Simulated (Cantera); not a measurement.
Charge: 1 mol SiH₂Cl₂, 69 mol H₂, held at 165 Torr.

Cantera equilibrium calculation (NASA polynomials, part measured and part estimated; ideal gas, pure solids and liquids). Candidate condensed phases: Si; 19 gas species. The numbers say what is thermodynamically allowed, not how fast it happens.

What share of the Si ends up in condensed phases as a function of T (°C), at 650, 700, 750, 800, 850, 900, 950, 1000, 1050, 1100, 1150?


```csv
T (°C),Si condensed (%),as
650,49.5,Si(s)
700,53.6,Si(s)
750,58.8,Si(s)
800,64.9,Si(s)
850,71.3,Si(s)
900,77.1,Si(s)
950,81.5,Si(s)
1000,84.1,Si(s)
1050,85.4,Si(s)
1100,85.9,Si(s)
1150,86.0,Si(s)
```
